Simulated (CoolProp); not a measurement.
Vapour-liquid equilibrium of n-heptane (1) + o-xylene (2) at 0.117 bar; x and y are mole fractions of (1).

Values from CoolProp's multi-fluid Helmholtz-energy mixture model, Span 2003 and Zhou 2012; pair parameters Bell 2016.

**Question.** Give the bubble temperature and the first vapour's composition at x = 0.2, 0.5, 0.8. Is there an azeotrope?

**Answer.** x = 0.2: 333.3 K, y = 0.615; x = 0.5: 322.0 K, y = 0.844; x = 0.8: 315.5 K, y = 0.947. No azeotrope shows between x = 0.05 and 0.95.

Pair parameters are fitted to limited data, so mixtures are less certain than the pure fluids.
